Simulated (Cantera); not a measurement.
A closed system holds: 1 mol Ta₂O₅, 2.1 mol CH₄, 0.14 mol CO, held at 1475 K and 270 Pa.

Equilibrium computed with Cantera from the NASA thermochemical tables; the gas is ideal and each condensed phase is pure. Candidate condensed phases: C, C₆H₆, C₇H₈, C₈H₁₈, H₂O, Ta, TaC, Ta₂O₅; 113 gas species. Mutual solubility and eutectic melting of coexisting phases are not modelled. TaC: taken at fixed stoichiometry. Condensed phases not in the tables: Ta₂C. Kinetics and transport are ignored.

Base state: H₂ 0.719, CO 0.281, H₂O 0.000477, H 0.000212, CO₂ 7.50e-5 (mole fractions); condensed: TaC(s) + Ta₂O₅(s).

Problem. What changes in the equilibrium state with this change: temperature from 1475 K to 2323 K?

Solution. 
| species | before | after |
|---|---|---|
| H₂ | 0.719 | 0.500 |
| CO | 0.281 | 0.307 |
| H | 0.000212 | 0.148 |
| TaO₂ | <1e-9 | 0.0339 |
| TaO | <1e-9 | 0.00759 |
| OH | 3.68e-9 | 0.000127 |
| TaC(s), mol | 0.601 | 0 |
| Ta₂O₅(s), mol | 0.700 | 0 |
| Ta(s), mol | 0 | 0.766 |
| Ta₂O₅(l), mol | 0 | 0.466 |
Condensed phases not in the tables: Ta₂C, N, O or C dissolved in the metal.

Problem. What changes in the equilibrium state with this change: Ta₂O₅ replaced by MgO?

Solution. 
| species | before | after |
|---|---|---|
| H₂ | 0.719 | 0.662 |
| CO | 0.281 | 0.180 |
| Mg | 0 | 0.158 |
| MgH | 0 | 6.70e-5 |
| CO₂ | 7.50e-5 | 7.25e-8 |
| H₂O | 0.000477 | 6.63e-7 |
| H | 0.000212 | 0.000203 |
| TaC(s), mol | 0.601 | 0 |
| Ta₂O₅(s), mol | 0.700 | 0 |
| C(graphite), mol | 0 | 1.10 |
The tables' values for MgH are old estimates; treat these amounts as uncertain. Further candidate phases: Mg, MgCO₃, MgO, Mg(OH)₂.
